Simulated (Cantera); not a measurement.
A jet of CH₄ : O₂ : N₂ = 0.026 : 0.088 : 0.79 (molar parts), equivalence ratio 0.59 at 300 K and 263 Torr hits a platinum plate 6.5 cm away at a mass flux of 0.04 kg/m²/s; the plate temperature is set and raised in steps from an oxygen-covered start.

Cantera simulation using Deutschmann's 1995 Pt surface mechanism with GRI-Mech 3.0 gas chemistry; the numbers are that mechanism's predictions, not measurements. Catalytic surfaces can have several steady states; this one follows from the mechanism file's or the stated starting coverage.

x: mole fraction at the wall; θ: surface coverage.

```csv
plate T (K),wall x CH₄,wall x O₂,wall x H₂O,wall x OH,wall x CO,wall x CO₂,θ free Pt,θ O*,θ OH*
850,0.0174,0.0731,0.0213,<1e-8,4.18e-6,0.0139,0.106,0.892,0.00221
900,0.0103,0.0582,0.0344,2.27e-8,3.59e-6,0.0225,0.166,0.831,0.00271
950,0.00602,0.0491,0.0423,6.40e-8,2.92e-6,0.0278,0.233,0.764,0.00278
1000,0.00376,0.0444,0.0464,1.64e-7,2.47e-6,0.0305,0.302,0.695,0.00263
1050,…,0.0419,0.0485,…,2.21e-6,0.0319,…,…,…
1100,…,0.0405,0.0496,…,2.10e-6,0.0327,…,…,…
```

Q: Fill in the missing entries.

A: 
- 1050, wall x CH₄: 0.00254
- 1050, wall x OH: 3.80e-7
- 1050, θ free Pt: 0.370
- 1050, θ O*: 0.628
- 1050, θ OH*: 0.00239
- 1100, wall x CH₄: 0.00183
- 1100, wall x OH: 8.08e-7
- 1100, θ free Pt: 0.436
- 1100, θ O*: 0.562
- 1100, θ OH*: 0.00213
